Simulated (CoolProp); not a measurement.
A single-stage vapour-compression cycle with R236EA: evaporating at 264.15 K (dew point), condensing at 295.15 K (bubble point), superheat 2 K, subcooling 0 K, compressor efficiency 0.6, no pressure losses. Each further row changes one setting.

Computed with CoolProp (reference Helmholtz-energy equation of state, Rui 2013).

| case | cooling COP | pressure ratio | discharge temperature (K) | refrigerating effect (kJ/kg) | volumetric capacity (kJ/m³) |
|---|---|---|---|---|---|
| as stated | 4.44 | 3.54 | 305.8 | 136 | 502 |
| evaporating temperature 269.15 K | 5.52 | 2.82 | 304.0 | 140 | 639 |
| condensing temperature 290.15 K | 5.44 | 2.95 | 300.0 | 142 | 525 |
| subcooling 5 K | 4.64 | 3.54 | 305.8 | 142 | 525 |
| superheat 12 K | 4.51 | 3.54 | 316.4 | 144 | 511 |
| compressor efficiency 0.5 | 3.70 | 3.54 | 312.6 | 136 | 502 |
